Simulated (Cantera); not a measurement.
**Si + HBr + H₂ (silicon etching in halogen gases)**

Charge: 1 mol Si, 19 mol HBr, 57 mol H₂, held at 133 Pa.

Method: chemical equilibrium by Gibbs-energy minimisation in Cantera with the NASA 1993 tables (ideal gas, pure condensed phases). Candidate condensed phases: Br₂, Si; 19 gas species. The tables' values for SiBr₃, SiBr are old estimates; treat these amounts as uncertain. Rates play no part.

From 573 K to 1673 K nothing is condensed. The main Si-bearing gas is SiBr₄ at 573 K and SiBr₂ at 1673 K.

| T (K) | log p H₂ | log p HBr | log p Br | log p SiBr₄ | log p SiBr₂ | log p H | log p SiBr₃ | log p SiHBr₃ |
|---|---|---|---|---|---|---|---|---|
| 573 | -2.98 | -3.57 | -13.37 | -4.75 | <-14 | <-14 | -13.38 | -9.31 |
| 673 | -2.98 | -3.57 | -11.34 | -4.75 | -13.27 | <-14 | -11.02 | -8.33 |
| 773 | -2.98 | -3.57 | -9.82 | -4.75 | -10.43 | -13.53 | -9.28 | -7.62 |
| 873 | -2.98 | -3.57 | -8.65 | -4.75 | -8.25 | -11.82 | -7.94 | -7.08 |
| 973 | -2.98 | -3.57 | -7.72 | -4.77 | -6.55 | -10.46 | -6.90 | -6.66 |
| 1073 | -2.98 | -3.56 | -6.94 | -4.92 | -5.33 | -9.35 | -6.21 | -6.48 |
| 1173 | -2.99 | -3.54 | -6.28 | -5.54 | -4.86 | -8.42 | -6.15 | -6.85 |
| 1273 | -2.99 | -3.53 | -5.74 | -6.41 | -4.78 | -7.64 | -6.43 | -7.48 |
| 1373 | -2.99 | -3.53 | -5.29 | -7.22 | -4.76 | -6.97 | -6.73 | -8.09 |
| 1473 | -2.99 | -3.55 | -4.90 | -7.95 | -4.76 | -6.39 | -7.01 | -8.63 |
| 1573 | -2.99 | -3.57 | -4.58 | -8.61 | -4.76 | -5.89 | -7.27 | -9.11 |
| 1673 | -2.99 | -3.61 | -4.31 | -9.24 | -4.77 | -5.44 | -7.53 | -9.56 |
log p: log10 of the partial pressure in bar; nothing condenses.
